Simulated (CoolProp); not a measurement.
R141b at several states: Z from the reference equation and from simpler models built on Tc = 477.5 K, pc = 4212 kPa, ω = 0.220; each cubic takes its own stable root.

Model: reference Helmholtz-energy equation of state, Lemmon 2006, in CoolProp. It is a short technical equation, of lower accuracy than the large ones.

| T (K) | p (kPa) | phase | reference |
|---|---|---|---|
| 303.5 | 893 | liquid | 0.03378 |
| 250.3 | 1500 | liquid | 0.06361 |
| 323.6 | 511 | liquid | 0.01876 |
| 235.1 | 4200 | liquid | 0.1854 |

Task: How far does each simpler model (van der Waals, Redlich-Kwong, Soave-Redlich-Kwong, Peng-Robinson) lie from the reference over these 4 states: mean and median of the absolute difference, and the worst?

Result: 
- van der Waals: mean 1224.9 %, median 64.1 %, worst +4707.6 % at 323.6 K and 511 kPa
- Redlich-Kwong: mean 11.6 %, median 11.5 %, worst +12.6 % at 323.6 K and 511 kPa
- Soave-Redlich-Kwong: mean 9.1 %, median 9.1 %, worst +9.4 % at 235.1 K and 4200 kPa
- Peng-Robinson: mean 3.2 %, median 3.3 %, worst -3.7 % at 303.5 K and 893 kPa

At some of these states van der Waals gives the other phase, because its saturation line lies elsewhere.
